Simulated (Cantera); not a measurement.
Cantera run, input and output.

```python
import numpy as np
import cantera as ct

gas = ct.Solution("gri30.yaml")
gas.TPX = 473, 100000, {'CH3OH': 1, 'O2': 1.5, 'N2': 5.64}
flame = ct.FreeFlame(gas, width=0.04)
flame.set_refine_criteria(ratio=3, slope=0.08, curve=0.16)
flame.transport_model = "mixture-averaged"
flame.solve(loglevel=0, auto=True)
z, T = flame.grid, flame.T
thick = (T[-1] - T[0]) / np.gradient(T, z).max()
show = ['CH3OH', 'O2', 'OH', 'C2H4', 'HCO', 'C2H2']
print(f"laminar burning velocity  {flame.velocity[0] * 100:.3f} cm/s")
print(f"burnt temperature         {T[-1]:.1f} K")
print(f"thermal thickness         {thick * 1e3:.4f} mm")
print(f"grid points               {len(z)}")
z0 = z[flame.heat_release_rate.argmax()]
print(f"{'z/mm':>9s}{'T/K':>9s}{'u/(m/s)':>9s}" + "".join(f"{s:>11s}" for s in show))
rows = []
for k in (-3, -2, -1.5, -1, -0.5, -0.25, 0, 0.25, 0.5, 1, 2, 4, 8):
    zz = z0 + k * thick
    rows.append([k * thick, np.interp(zz, z, T), np.interp(zz, z, flame.velocity),
                 *(np.interp(zz, z, flame.X[gas.species_index(s)]) for s in show)])
    print(f"{rows[-1][0] * 1e3:9.3f}{rows[-1][1]:9.1f}{rows[-1][2]:9.3f}" + "".join(f"{x:11.3e}" for x in rows[-1][3:]))
```

It prints:

```
laminar burning velocity  89.396 cm/s
burnt temperature         2310.0 K
thermal thickness         0.2921 mm
grid points               130
     z/mm      T/K  u/(m/s)      CH3OH         O2         OH       C2H4        HCO       C2H2
   -0.876    473.1    0.895  1.227e-01  1.840e-01  1.062e-16  1.817e-11  9.111e-20  6.224e-12
   -0.584    475.3    0.902  1.222e-01  1.832e-01  2.160e-14  4.792e-10  5.781e-17  1.557e-10
   -0.438    482.1    0.919  1.216e-01  1.821e-01  2.629e-13  2.275e-09  1.003e-15  7.214e-10
   -0.292    536.0    1.032  1.180e-01  1.765e-01  3.830e-11  2.521e-08  5.041e-13  7.581e-09
   -0.146    871.4    1.733  9.056e-02  1.465e-01  3.526e-07  2.823e-07  3.597e-08  8.103e-08
   -0.073   1255.4    2.572  5.027e-02  1.108e-01  5.737e-05  7.173e-07  1.496e-05  2.051e-07
    0.000   1665.5    3.516  6.672e-03  7.058e-02  1.724e-03  1.220e-06  2.456e-04  4.085e-07
    0.073   1801.8    3.814  5.549e-05  4.642e-02  5.909e-03  1.932e-07  2.227e-05  1.624e-07
    0.146   1851.8    3.901  1.291e-07  3.434e-02  8.524e-03  6.398e-09  3.687e-07  1.268e-08
    0.292   1921.6    4.015  5.346e-11  2.612e-02  9.937e-03  6.707e-12  9.847e-08  3.664e-11
    0.584   2006.8    4.163  8.380e-15  2.154e-02  1.005e-02  1.407e-16  5.600e-08  2.566e-15
    1.168   2098.1    4.327  1.329e-16  1.791e-02  9.326e-03  1.606e-23  2.913e-08  1.493e-20
    2.337   2181.3    4.474  6.105e-17  1.440e-02  8.062e-03  2.900e-25  1.340e-08  8.884e-21
```

Model: GRI-Mech 3.0 (53 species, 325 reactions), integrated in Cantera. GRI-Mech 3.0 was tuned for natural gas; its chemistry of methanol as a main component is partial and can be far from experiment. Burning velocities carry a grid error of a few per cent, more on coarse grids.
